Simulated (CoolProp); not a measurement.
Properties of R236FA along the isotherm 268.1 K.

Values from CoolProp's reference Helmholtz-energy equation of state, Pan 2012.

```tsv
p (MPa)	phase	density (kg/m³)	conductivity (mW/(m K))	Prandtl number	fugacity coefficient
0.0505	gas	3.528	10.4	0.740	0.9768
0.115	liquid	1457	82.1	6.16	0.7285
0.261	liquid	1458	82.1	6.17	0.3232
0.595	liquid	1459	82.3	6.18	0.1440
1.35	liquid	1461	82.6	6.22	0.06574
3.08	liquid	1467	83.4	6.31	0.03123
7.01	liquid	1479	85.0	6.51	0.01646
16	liquid	1503	88.4	7.02	0.01088
```

Viscosity comes from a separate model (Huber 2003), an estimate that may be off by 10 % or more. Thermal conductivity comes from a separate model (Huber 2003), an estimate that may be off by 10 % or more.
